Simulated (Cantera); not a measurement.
A Cantera script and what it prints.

```python
import numpy as np
import cantera as ct

gas_names = [...]  # 113 gases of nasa_gas.yaml made of C, H, O, Pb
cond_names = """
    C(gr) C6H6(L) C7H8(L) C8H18(L),n-octa H2O(s) H2O(L) Pb(cr) Pb(L) PbO(rd) PbO(yw) PbO(L) PbO2(s)
    Pb3O4(s)
""".split()


# ... load() reads the species with a 1 bar reference pressure and builds the phases ...
atoms = {
    'PbO': {'Pb': 1, 'O': 1},
    'CO': {'C': 1, 'O': 1},
    'H2': {'H': 2},
}
top_T = {'C(gr)': 4500, 'Pb3O4(s)': 820}  # K; cautious upper limits of use, not melting points


# ... equilibrate(T, P, feed) seeds the gas with the atoms and calls Mixture.equilibrate('TP', solver="vcs", rtol=1e-11, max_steps=5000) ...
results = []
feed = {'PbO': 1, 'CO': 1.3, 'H2': 6.4}  # mol
P = 930000  # Pa
for T in [1650, 1750, 1850, 1950, 2050, 2150, 2250, 2350, 2450]:
    mix = equilibrate(T, P, feed)
    results.append((T, P, feed, dict(zip(mix.species_names, mix.species_moles))))

top = {s: max(r[3][s] / sum(r[3][g] for g in gas_names) for r in results) for s in gas_names}
cols = sorted((s for s in top if top[s] > 1e-05), key=lambda s: -top[s])[:8]
seen = [c for c in cond_names if any(r[3].get(c, 0) > 1e-12 for r in results)]
print("log10 of partial pressures in bar; condensed amounts in mol")
print(f"{'T/K':>10s}" + "".join(f"{s[:9]:>10s}" for s in cols + seen))
for T, P, feed, n in results:
    ng = sum(n[g] for g in gas_names)
    print(f"{T:10.4g}" + "".join(f"{np.log10(max(n[s] / ng * P / 1e5, 1e-99)):10.3f}" for s in cols)
          + "".join(f"{n.get(c, 0):10.4g}" for c in seen))
```

Output:

```
log10 of partial pressures in bar; condensed amounts in mol
       T/K        H2        CO       H2O        Pb       CO2         H       Pb2       PbO     Pb(L)
      1650     0.815     0.169     0.048    -1.040    -1.105    -3.634    -4.043    -4.833    0.9236
      1750     0.810     0.167     0.046    -0.716    -1.156    -3.228    -3.507    -4.281    0.8367
      1850     0.801     0.160     0.040    -0.427    -1.205    -2.868    -3.032    -3.791    0.6756
      1950     0.785     0.146     0.027    -0.169    -1.256    -2.548    -2.608    -3.353    0.3898
      2050     0.765     0.127     0.008     0.025    -1.308    -2.262    -2.305    -2.997         0
      2150     0.764     0.128     0.009     0.025    -1.336    -1.993    -2.382    -2.850         0
      2250     0.764     0.129     0.010     0.025    -1.361    -1.747    -2.454    -2.717         0
      2350     0.763     0.129     0.010     0.025    -1.384    -1.523    -2.521    -2.597         0
      2450     0.762     0.129     0.010     0.024    -1.405    -1.316    -2.585    -2.488         0
```

Cantera equilibrium calculation (NASA polynomials, part measured and part estimated; ideal gas, pure solids and liquids). Gases not in the tables: (PbO)n polymers.
